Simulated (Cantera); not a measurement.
Mixture: 38.2 % H2, 10.6 % O2, 39.7 % N2, 11.5 % H2O, equivalence ratio 1.8, at 1280 Torr, adiabatic and at constant pressure. Ignition delay is the time to a rise of 400 K.

Computed with Cantera and the H2/O2 subset of GRI-Mech 3.0, which has no nitrogen chemistry. Where the delays flatten at high temperature, the 400 K rule measures the pace of heat release, not the induction time.

Task: Predict: delay at 1150 K; delay at 1250 K; delay at 1350 K; delay at 1450 K; delay at 1550 K.

Result: 
```
Quantity          Result
---------------  -------
delay at 1150 K  82.8 µs
delay at 1250 K  31.2 µs
delay at 1350 K  18.3 µs
delay at 1450 K  12.8 µs
delay at 1550 K  10.1 µs
```
